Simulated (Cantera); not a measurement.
What does this Cantera script print?

```python
import numpy as np
import cantera as ct

gas_names = [...]  # 109 gases of nasa_gas.yaml made of C, Cl, H, Si
cond_names = """
    C(gr) C6H6(L) C7H8(L) C8H18(L),n-octa Si(cr) Si(L) SiC(b)
""".split()


# ... load() reads the species with a 1 bar reference pressure and builds the phases ...
atoms = {
    'SiCl4': {'Si': 1, 'CL': 4},
    'C2H4': {'C': 2, 'H': 4},
    'H2': {'H': 2},
    'C2H2': {'C': 2, 'H': 2},
}
top_T = {'C(gr)': 4500, 'SiC(b)': 3050}  # K; cautious upper limits of use, not melting points


# ... equilibrate(T, P, feed) seeds the gas with the atoms and calls Mixture.equilibrate('TP', solver="vcs", rtol=1e-11, max_steps=5000) ...
results = []
T = 1673  # K
P = 13332.2  # Pa
for m in [99, 180, 250, 330, 410, 490, 570, 640, 720, 800, 880, 960, 1000]:
    feed = {'SiCl4': 1, 'C2H4': 0.017, 'H2': m, 'C2H2': 0.0085}  # mol
    mix = equilibrate(T, P, feed)
    results.append((T, P, feed, dict(zip(mix.species_names, mix.species_moles))))

top = {s: max(r[3][s] / sum(r[3][g] for g in gas_names) for r in results) for s in gas_names}
cols = sorted((s for s in top if top[s] > 1e-05), key=lambda s: -top[s])[:8]
seen = [c for c in cond_names if any(r[3].get(c, 0) > 1e-12 for r in results)]
print("log10 of partial pressures in bar; condensed amounts in mol")
print(f"{'n(H2)':>10s}" + "".join(f"{s[:9]:>10s}" for s in cols + seen))
for T, P, feed, n in results:
    ng = sum(n[g] for g in gas_names)
    print(f"{feed['H2']:10.4g}" + "".join(f"{np.log10(max(n[s] / ng * P / 1e5, 1e-99)):10.3f}" for s in cols)
          + "".join(f"{n.get(c, 0):10.4g}" for c in seen))
```

It prints:

```
log10 of partial pressures in bar; condensed amounts in mol
     n(H2)        H2       HCL     SiCL2         H     SiCL3      SiH2    Si(cr)    SiC(b)
        99    -0.891    -2.372    -3.297    -4.389    -5.258    -5.849    0.5586   0.05079
       180    -0.884    -2.592    -3.742    -4.386    -5.927    -5.842    0.6961   0.05061
       250    -0.882    -2.719    -3.998    -4.384    -6.311    -5.840    0.7535   0.05046
       330    -0.880    -2.829    -4.220    -4.384    -6.644    -5.838    0.7925   0.05028
       410    -0.879    -2.916    -4.396    -4.383    -6.908    -5.837    0.8175   0.05011
       490    -0.879    -2.989    -4.543    -4.383    -7.128    -5.837    0.8348   0.04993
       570    -0.878    -3.051    -4.668    -4.383    -7.315    -5.836    0.8474   0.04975
       640    -0.878    -3.099    -4.764    -4.382    -7.460    -5.836    0.8557    0.0496
       720    -0.878    -3.148    -4.862    -4.382    -7.607    -5.836    0.8632   0.04942
       800    -0.877    -3.192    -4.951    -4.382    -7.740    -5.835    0.8691   0.04924
       880    -0.877    -3.232    -5.031    -4.382    -7.860    -5.835    0.8737   0.04907
       960    -0.877    -3.269    -5.104    -4.382    -7.970    -5.835    0.8775   0.04889
      1000    -0.877    -3.286    -5.139    -4.382    -8.022    -5.835    0.8791    0.0488
```

Cantera equilibrium calculation (NASA polynomials, part measured and part estimated; ideal gas, pure solids and liquids). Mutual solubility and eutectic melting of coexisting phases are not modelled. The tables' values for SiCl3 are old estimates; treat these amounts as uncertain. Gases not in the tables: Si2H6 and higher silanes.
